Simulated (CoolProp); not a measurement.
Vapour pressure (MPa) of n-perfluorobutane: the reference equation beside estimates from Tc = 113.2 °C, pc = 2.322 MPa, ω = 0.372.

The numbers come from the reference Helmholtz-energy equation of state, Gao 2022 in CoolProp.

```json
[
 {"T (°C)": "-10.75", "reference": "0.07034", "Soave-Redlich-Kwong": "0.07032", "Peng-Robinson": "0.07062"},
 {"T (°C)": "-4.05", "reference": "0.09334", "Soave-Redlich-Kwong": "0.09334", "Peng-Robinson": "0.09338"},
 {"T (°C)": "2.65", "reference": "0.1218", "Soave-Redlich-Kwong": "0.1219", "Peng-Robinson": "0.1216"},
 {"T (°C)": "9.35", "reference": "0.1566", "Soave-Redlich-Kwong": "0.1569", "Peng-Robinson": "0.1560"},
 {"T (°C)": "16.05", "reference": "0.1985", "Soave-Redlich-Kwong": "0.1993", "Peng-Robinson": "0.1977"},
 {"T (°C)": "22.75", "reference": "0.2485", "Soave-Redlich-Kwong": "0.2499", "Peng-Robinson": "0.2474"},
 {"T (°C)": "29.55", "reference": "0.3084", "Soave-Redlich-Kwong": "0.3108", "Peng-Robinson": "0.3073"},
 {"T (°C)": "36.25", "reference": "0.3776", "Soave-Redlich-Kwong": "0.3813", "Peng-Robinson": "0.3766"},
 {"T (°C)": "42.95", "reference": "0.4579", "Soave-Redlich-Kwong": "0.4633", "Peng-Robinson": "0.4573"},
 {"T (°C)": "49.65", "reference": "0.5503", "Soave-Redlich-Kwong": "0.5580", "Peng-Robinson": "0.5505"},
 {"T (°C)": "56.35", "reference": "0.6560", "Soave-Redlich-Kwong": "0.6665", "Peng-Robinson": "0.6575"},
 {"T (°C)": "63.05", "reference": "0.7763", "Soave-Redlich-Kwong": "0.7900", "Peng-Robinson": "0.7797"},
 {"T (°C)": "69.75", "reference": "0.9124", "Soave-Redlich-Kwong": "0.9298", "Peng-Robinson": "0.9183"}
]
```

Absolute difference from the reference over all 13 rows, mean and median: Soave-Redlich-Kwong 0.8 and 0.8 %, Peng-Robinson 0.3 and 0.4 %.
